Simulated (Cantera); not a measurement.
Pyrogenic steam for wet oxidation

An isothermal, constant-pressure homogeneous reactor starts with 1.08 % H2, 1.16 % O2, 97.8 % N2, at 1075 K and 0.484 atm.

Computed with Cantera and GRI-Mech 3.0 (53 species, 325 reactions).

```json
[
 {"t (s)": "2.00e-5", "x H2": "0.0108", "x O2": "0.0116", "x NO": "<1e-12", "x H": "5.82e-12", "x H2O": "<1e-12", "x O": "<1e-12", "x OH": "<1e-12"},
 {"t (s)": "7.93e-5", "x H2": "0.0108", "x O2": "0.0116", "x NO": "<1e-12", "x H": "2.44e-11", "x H2O": "5.14e-12", "x O": "3.26e-12", "x OH": "1.66e-12"},
 {"t (s)": "0.000314", "x H2": "0.0108", "x O2": "0.0116", "x NO": "<1e-12", "x H": "2.04e-10", "x H2O": "1.87e-10", "x O": "4.19e-11", "x OH": "1.80e-11"},
 {"t (s)": "0.00124", "x H2": "0.0108", "x O2": "0.0116", "x NO": "<1e-12", "x H": "6.35e-8", "x H2O": "9.36e-8", "x O": "1.38e-8", "x OH": "5.81e-9"},
 {"t (s)": "0.00493", "x H2": "0.000570", "x O2": "0.00655", "x NO": "3.55e-7", "x H": "0.000657", "x H2O": "0.00990", "x O": "0.000240", "x OH": "0.000138"},
 {"t (s)": "0.0195", "x H2": "2.49e-5", "x O2": "0.00627", "x NO": "3.84e-7", "x H": "2.00e-6", "x H2O": "0.0108", "x O": "6.16e-6", "x OH": "1.37e-5"},
 {"t (s)": "0.0775", "x H2": "1.81e-6", "x O2": "0.00626", "x NO": "3.77e-7", "x H": "4.11e-8", "x H2O": "0.0109", "x O": "4.40e-7", "x OH": "3.84e-6"},
 {"t (s)": "0.307", "x H2": "9.29e-8", "x O2": "0.00626", "x NO": "3.77e-7", "x H": "1.26e-9", "x H2O": "0.0109", "x O": "4.78e-8", "x OH": "1.34e-6"},
 {"t (s)": "1.22", "x H2": "7.75e-9", "x O2": "0.00626", "x NO": "3.81e-7", "x H": "7.93e-11", "x H2O": "0.0109", "x O": "8.12e-9", "x OH": "5.50e-7"},
 {"t (s)": "4.82", "x H2": "1.48e-9", "x O2": "0.00626", "x NO": "3.84e-7", "x H": "8.49e-12", "x H2O": "0.0109", "x O": "1.84e-9", "x OH": "2.61e-7"},
 {"t (s)": "19.1", "x H2": "4.14e-10", "x O2": "0.00626", "x NO": "3.86e-7", "x H": "1.36e-12", "x H2O": "0.0109", "x O": "5.30e-10", "x OH": "1.39e-7"},
 {"t (s)": "75.7", "x H2": "2.04e-10", "x O2": "0.00626", "x NO": "3.86e-7", "x H": "<1e-12", "x H2O": "0.0109", "x O": "2.49e-10", "x OH": "9.54e-8"},
 {"t (s)": "300", "x H2": "1.45e-10", "x O2": "0.00626", "x NO": "3.85e-7", "x H": "<1e-12", "x H2O": "0.0109", "x O": "1.60e-10", "x OH": "7.64e-8"}
]
```
x: mole fraction; the columns are a selection and need not sum to one.

Equilibrium at this temperature and pressure: H2 1.39e-10, O2 0.00625, NO 1.31e-5, H <1e-12, H2O 0.0109, O 1.49e-10, OH 7.39e-8 (gas phase only).
